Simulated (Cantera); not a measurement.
# Adiabatic ignition

An adiabatic, constant-volume homogeneous reactor starts with CH₄ : O₂ : N₂ = 1 : 2.06 : 7.75 (molar parts), equivalence ratio 0.97, at 1750 K and 1000000 Pa.

Computed with Cantera and GRI-Mech 3.0 (53 species, 325 reactions). Above 3000 K some thermodynamic fits are extrapolated.

```json
[
 {"t (s)": "3.00e-6", "T (K)": "1750", "P (bar)": "10.00", "x CH₄": "0.0922", "x O₂": "0.190", "x C₂H₂": "1.17e-9", "x N₂O": "1.33e-9", "x C₂H₄": "1.36e-6", "x HCN": "<1e-12"},
 {"t (s)": "7.54e-6", "T (K)": "1752", "P (bar)": "10.0", "x CH₄": "0.0910", "x O₂": "0.190", "x C₂H₂": "1.19e-7", "x N₂O": "6.72e-9", "x C₂H₄": "3.95e-5", "x HCN": "2.45e-12"},
 {"t (s)": "1.89e-5", "T (K)": "1876", "P (bar)": "10.8", "x CH₄": "0.0695", "x O₂": "0.173", "x C₂H₂": "7.84e-5", "x N₂O": "1.01e-7", "x C₂H₄": "0.00199", "x HCN": "1.43e-9"},
 {"t (s)": "4.75e-5", "T (K)": "3186", "P (bar)": "19.1", "x CH₄": "<1e-12", "x O₂": "0.0220", "x C₂H₂": "<1e-12", "x N₂O": "3.70e-6", "x C₂H₄": "<1e-12", "x HCN": "1.93e-8"},
 {"t (s)": "0.000119", "T (K)": "3178", "P (bar)": "19.0", "x CH₄": "<1e-12", "x O₂": "0.0204", "x C₂H₂": "<1e-12", "x N₂O": "3.91e-6", "x C₂H₄": "<1e-12", "x HCN": "2.41e-8"},
 {"t (s)": "0.000300", "T (K)": "3178", "P (bar)": "19.0", "x CH₄": "<1e-12", "x O₂": "0.0204", "x C₂H₂": "<1e-12", "x N₂O": "3.91e-6", "x C₂H₄": "<1e-12", "x HCN": "2.42e-8"},
 {"t (s)": "0.000754", "T (K)": "3178", "P (bar)": "19.0", "x CH₄": "<1e-12", "x O₂": "0.0204", "x C₂H₂": "<1e-12", "x N₂O": "3.91e-6", "x C₂H₄": "<1e-12", "x HCN": "2.42e-8"},
 {"t (s)": "0.00189", "T (K)": "3178", "P (bar)": "19.0", "x CH₄": "<1e-12", "x O₂": "0.0204", "x C₂H₂": "<1e-12", "x N₂O": "3.91e-6", "x C₂H₄": "<1e-12", "x HCN": "2.42e-8"},
 {"t (s)": "0.00475", "T (K)": "3178", "P (bar)": "19.0", "x CH₄": "<1e-12", "x O₂": "0.0204", "x C₂H₂": "<1e-12", "x N₂O": "3.91e-6", "x C₂H₄": "<1e-12", "x HCN": "2.42e-8"},
 {"t (s)": "0.0119", "T (K)": "3178", "P (bar)": "19.0", "x CH₄": "<1e-12", "x O₂": "0.0204", "x C₂H₂": "<1e-12", "x N₂O": "3.91e-6", "x C₂H₄": "<1e-12", "x HCN": "2.42e-8"},
 {"t (s)": "0.0300", "T (K)": "3178", "P (bar)": "19.0", "x CH₄": "<1e-12", "x O₂": "0.0204", "x C₂H₂": "<1e-12", "x N₂O": "3.91e-6", "x C₂H₄": "<1e-12", "x HCN": "2.42e-8"},
 {"t (s)": "0.0754", "T (K)": "3178", "P (bar)": "19.0", "x CH₄": "<1e-12", "x O₂": "0.0204", "x C₂H₂": "<1e-12", "x N₂O": "3.91e-6", "x C₂H₄": "<1e-12", "x HCN": "2.42e-8"},
 {"t (s)": "0.189", "T (K)": "3178", "P (bar)": "19.0", "x CH₄": "<1e-12", "x O₂": "0.0204", "x C₂H₂": "<1e-12", "x N₂O": "3.91e-6", "x C₂H₄": "<1e-12", "x HCN": "2.42e-8"},
 {"t (s)": "0.475", "T (K)": "3178", "P (bar)": "19.0", "x CH₄": "<1e-12", "x O₂": "0.0204", "x C₂H₂": "<1e-12", "x N₂O": "3.91e-6", "x C₂H₄": "<1e-12", "x HCN": "2.42e-8"},
 {"t (s)": "1.19", "T (K)": "3178", "P (bar)": "19.0", "x CH₄": "<1e-12", "x O₂": "0.0204", "x C₂H₂": "<1e-12", "x N₂O": "3.91e-6", "x C₂H₄": "<1e-12", "x HCN": "2.42e-8"},
 {"t (s)": "3.00", "T (K)": "3178", "P (bar)": "19.0", "x CH₄": "<1e-12", "x O₂": "0.0204", "x C₂H₂": "<1e-12", "x N₂O": "3.91e-6", "x C₂H₄": "<1e-12", "x HCN": "2.42e-8"}
]
```
x: mole fraction; the columns are a selection and need not sum to one.

| Property | Value |
|---|---|
| time of steepest temperature rise | 21.4 µs |
| temperature at 3.00 s | 3178 K |
| equilibrium temperature | 3178 K |
| x(CH₄) at 3.00 s | <1e-12 (gas-phase equilibrium <1e-12) |
| x(O₂) at 3.00 s | 0.0204 (gas-phase equilibrium 0.0204) |
| x(C₂H₂) at 3.00 s | <1e-12 (gas-phase equilibrium <1e-12) |
